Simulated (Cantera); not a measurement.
Input: 1 mol SiF₄, 0.24 mol NH₃, 59 mol N₂, held at 1100 K and 2.00 mbar.

Equilibrium computed with Cantera from the NASA thermochemical tables; the gas is ideal and each condensed phase is pure. Candidate condensed phases: Si, Si₃N₄; 37 gas species. The tables' values for SiF₃ are old estimates; treat these amounts as uncertain. Kinetics and transport are ignored.

Task: What is the equilibrium state?

Result: 
```
Property                                Result
--------------------------------  ------------
x(N₂)                                    0.977
x(SiF₄)                                 0.0165
x(H₂)                                  0.00588
x(HF)                                 0.000128
x(SiF₃)                                4.70e-5
x(SiHF₃)                               7.22e-6
n(Si₃N₄(s))                       0.000371 mol
gas amount                           60.48 mol
log10 activity of Si(s) (absent)         -4.21
```
